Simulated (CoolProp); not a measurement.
Computed with CoolProp (reference Helmholtz-energy equation of state, Lemmon 2006). It is a short technical equation, of lower accuracy than the large ones.

For nitrous oxide, give the phase and the speed of sound (m/s), isothermal compressibility (1/MPa), expansivity (1/kK) at 24.75 °C and 42.8 MPa; 38.15 °C and 42.8 MPa; 78.65 °C and 42.8 MPa.


- 24.75 °C and 42.8 MPa: liquid; speed of sound 794, isothermal compressibility 0.00295, expansivity 2.76
- 38.15 °C and 42.8 MPa: supercritical; speed of sound 746, isothermal compressibility 0.00351, expansivity 2.92
- 78.65 °C and 42.8 MPa: supercritical; speed of sound 620, isothermal compressibility 0.00590, expansivity 3.41
